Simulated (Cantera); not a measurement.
An adiabatic, constant-pressure homogeneous reactor starts with CH4 : C2H6 : O2 : N2 : CO2 = 1 : 0.1 : 2.53 : 16.9 : 0.68 (molar parts), equivalence ratio 0.93, at 1750 K and 7500 Torr.

Model: GRI-Mech 3.0 (53 species, 325 reactions), integrated in Cantera.

One state of this run: T (K) = 2680; x CH4 = <1e-12; x C2H6 = <1e-12; x O2 = 0.0155; x CH3 = <1e-12; x H = 0.000980; x C2H2 = <1e-12. x: mole fraction; the columns are a selection and need not sum to one.

**Question.** Which value of t (s) does it belong to?
A. 1.00e-6
B. 5.09e-6
C. 0.000132
D. 2.59e-5

**Answer.** C, 0.000132
